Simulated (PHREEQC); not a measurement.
Dissolve 0.046 mol/kgw HF, 0.031 mol/kgw NaF and 0.00024 mol/kgw H3PO4 at 25 °C. Closed to the air; pH follows from the charge balance.

All values are PHREEQC results (ion-association model, phreeqc.dat), not measurements.

The pH is 2.93, the ionic strength is 0.0320 mol/kgw and the total alkalinity comes out as -46.2 meq/kg.

```
species  molality  activity   log γ
-------  --------  --------  ------
HF         0.0406    0.0409   0.003
Na+        0.0307    0.0260  -0.071
F-         0.0275    0.0231  -0.076
HF2-      0.00428   0.00363  -0.073
H+        0.00135   0.00118  -0.060
NaF      0.000344  0.000346   0.003
H2PO4-   0.000209  0.000178  -0.069
H3PO4     3.07e-5   3.10e-5   0.003
HPO4-2    1.80e-8   9.39e-9  -0.282
```

No solid was allowed to form. Species that the database lacks are ignored.
